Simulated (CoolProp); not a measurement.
Vapour pressure (kPa) of n-pentane: the reference equation beside estimates from Tc = 196.5 °C, pc = 3368 kPa, ω = 0.251. Clausius-Clapeyron is anchored at 77.35 °C with a constant enthalpy of vaporisation of 23.15 kJ/mol.

Computed with CoolProp (reference Helmholtz-energy equation of state, Thol 2019).

```csv
T (°C),reference,Clausius-Clapeyron,van der Waals,Soave-Redlich-Kwong,Peng-Robinson
41.45,121.4,139.0,536.9,120.7,121.0
48.65,152.8,169.4,604.4,152.3,152.2
55.85,190.1,204.8,677.2,190.0,189.3
63.05,234.1,245.4,755.6,234.5,233.1
70.15,284.7,291.3,838.4,285.7,283.6
77.35,344.1,344.1,928.2,346.0,342.8
84.55,412.4,403.8,1024,415.4,411.1
91.75,490.5,470.8,1126,494.9,489.2
98.95,579.2,545.7,1234,585.3,578.1
106.15,679.3,629.0,1348,687.4,678.6
```

Absolute difference from the reference over all 10 rows, mean and median: Clausius-Clapeyron 6.0 and 5.3 %, van der Waals 197.0 and 182.1 %, Soave-Redlich-Kwong 0.6 and 0.6 %, Peng-Robinson 0.3 and 0.4 %.
